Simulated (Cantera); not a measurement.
A closed system holds: 1 mol Si, 2.7 mol Br2, 3.5 mol H2, equilibrated at 575 K and 1.33 mbar.

Equilibrium computed with Cantera from the NASA thermochemical tables; the gas is ideal and each condensed phase is pure. Candidate condensed phases: Br2, Si; 19 gas species. Kinetics and transport are ignored.

Base state: H2 0.538, HBr 0.269, SiBr4 0.192 (mole fractions); condensed: gas only.

### Question
What changes in the equilibrium state with this change: Br2 from 2.7 to 1.1 mol?

### Answer
```tsv
species	before	after
H2	0.538	0.863
SiBr4	0.192	0.134
SiHBr3	2.85e-6	0.00239
HBr	0.269	0.000359
SiH2Br2	<1e-9	1.95e-5
Si(s), mol	0	0.448
```
